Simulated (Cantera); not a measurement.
Input: 1 mol BF₃, 27 mol N₂, 2.4 mol H₂, held at 1277 °C and 0.480 bar.

Cantera equilibrium calculation (NASA polynomials, part measured and part estimated; ideal gas, pure solids and liquids). Candidate condensed phases: B, BN; 31 gas species. The tables' values for BF₂ are old estimates; treat these amounts as uncertain. Kinetics and transport are ignored.

Base state: N₂ 0.887, H₂ 0.0743, BF₃ 0.0296, HF 0.00894, BHF₂ 0.000258, BF₂ 0.000138, H 1.24e-5 (mole fractions); condensed: BN(s).

Problem. What changes in the equilibrium state with this change: BF₃ replaced by borazine?

Solution. 
```
species       before    after
----------  --------  -------
N₂             0.887    0.833
H₂            0.0743    0.167
H            1.24e-5  1.86e-5
BF₃           0.0296        0
HF           0.00894        0
BHF₂        0.000258        0
BN(s), mol    0.0865     3.00
```
The feed counts by its element totals alone.

Problem. What changes in the equilibrium state with this change: temperature from 1277 °C to 502 °C?

Solution. 
```csv
species,before,after
N₂,0.887,0.888
H₂,0.0743,0.0780
BF₃,0.0296,0.0323
HF,0.00894,0.00176
BF₂,0.000138,<1e-9
H,1.24e-5,<1e-9
BHF₂,0.000258,1.02e-7
"BN(s), mol",0.0865,0.0178
```
N₂ is the only nitrogen source here; it is nearly inert below about 1500 K, so the nitride shown seldom forms there in practice.
